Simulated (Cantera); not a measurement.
Ignition delay

Mixture: CH4 : C2H6 : O2 : N2 = 0.48 : 0.078 : 1.42 : 5.34 (molar parts), equivalence ratio 0.87, at 760 Torr, adiabatic and at constant pressure. Ignition delay is the time to a rise of 400 K.

Cantera simulation using GRI-Mech 3.0 (53 species, 325 reactions); the numbers are that mechanism's predictions, not measurements.

```tsv
T0 (K)	delay (ms)
1275	1.36
1350	0.652
1425	0.336
1500	0.183
1575	0.106
1650	0.0643
1725	0.0415
1800	0.0283
```

```yaml
apparent activation energy between 1650 and 1800 K: 130 kJ/mol
```
